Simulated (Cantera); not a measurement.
A closed system holds: 1 mol borazine, 5.5 mol NH3, at 13.3 mbar.

Equilibrium computed with Cantera from the NASA thermochemical tables; the gas is ideal and each condensed phase is pure. Candidate condensed phases: B, BN; 15 gas species. The feed counts by its element totals alone. The tables' values for BH2 are old estimates; treat these amounts as uncertain. Kinetics and transport are ignored. All values below are at 2175 K.

Base state: H2 0.769, N2 0.193, H 0.0371, BH2 0.000642, B 0.000103, BH 1.32e-5 (mole fractions); condensed: BN(s).

What changes in the equilibrium state with this change: 0.3 mol HF added?


```tsv
species	before	after
H2	0.769	0.748
N2	0.193	0.195
H	0.0371	0.0366
BF	0	0.0193
HF	0	0.000674
BF2	0	8.87e-5
BN(s), mol	2.99	2.70
```
The tables' values for BH2, BF2 are old estimates; treat these amounts as uncertain.

What changes in the equilibrium state with this change: pressure from 13.3 mbar to 1.10 mbar?


```
species       before     after
----------  --------  --------
H2             0.769     0.623
N2             0.193     0.258
H             0.0371     0.116
B           0.000103   0.00176
BN           3.76e-6   2.13e-5
BH           1.32e-5   5.84e-5
BH2         0.000642  0.000733
BN(s), mol      2.99         0
B(s), mol          0      2.96
```
